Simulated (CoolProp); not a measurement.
Vapour-liquid equilibrium of n-hexane (1) + hexamethyldisiloxane (MM) (2) at -35.85 °C; x and y are mole fractions of (1).

Model: multi-fluid Helmholtz-energy mixture model, Thol 2019 and Thol 2016; pair parameters Bell 2016, in CoolProp.

```
x     bubble pressure (kPa)  y at the bubble point  dew pressure at overall composition x (kPa)  liquid density (mol/L)
----  ---------------------  ---------------------  -------------------------------------------  ----------------------
0.05                 0.1154                  0.241                                      0.09613                   5.170
0.2                  0.1809                  0.590                                       0.1106                   5.514
0.35                 0.2482                  0.758                                       0.1301                   5.898
0.5                  0.3232                  0.861                                       0.1578                   6.329
0.65                 0.4083                  0.928                                       0.2002                   6.813
0.8                  0.5010                  0.970                                       0.2738                   7.363
0.95                 0.5940                  0.995                                       0.4512                   7.989
```

No azeotrope shows between x = 0.05 and 0.95.

Pair parameters are fitted to limited data, so mixtures are less certain than the pure fluids.
